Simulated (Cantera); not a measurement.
## NO annealing gas

An isothermal, constant-pressure homogeneous reactor starts with NO : N2 = 1 : 1.5 (molar parts), at 1925 K and 51.8 Torr.

Cantera simulation using GRI-Mech 3.0 (53 species, 325 reactions); the numbers are that mechanism's predictions, not measurements.

```tsv
t (s)	x NO	x N2	x NO2	x O2	x N2O
1.00e-5	0.400	0.600	6.74e-11	1.05e-11	7.28e-8
3.46e-5	0.400	0.600	7.96e-10	1.25e-10	2.51e-7
0.000119	0.400	0.600	9.39e-9	1.50e-9	8.64e-7
0.000412	0.400	0.600	1.05e-7	1.78e-8	2.94e-6
0.00143	0.400	0.600	1.02e-6	2.15e-7	9.66e-6
0.00492	0.400	0.600	7.08e-6	3.15e-6	2.81e-5
0.0170	0.400	0.600	2.40e-5	5.85e-5	5.70e-5
0.0588	0.399	0.601	3.04e-5	0.000479	6.57e-5
0.203	0.396	0.602	3.41e-5	0.00204	6.43e-5
0.702	0.385	0.608	4.45e-5	0.00758	5.95e-5
2.42	0.345	0.628	6.56e-5	0.0275	4.55e-5
8.38	0.222	0.689	7.40e-5	0.0886	1.73e-5
28.9	0.0499	0.775	2.34e-5	0.175	8.81e-7
100	0.00745	0.796	3.71e-6	0.196	9.62e-8
```
x: mole fraction; the columns are a selection and need not sum to one.

Equilibrium at this temperature and pressure: NO 0.00604, N2 0.797, NO2 3.01e-6, O2 0.197, N2O 9.03e-8 (gas phase only).
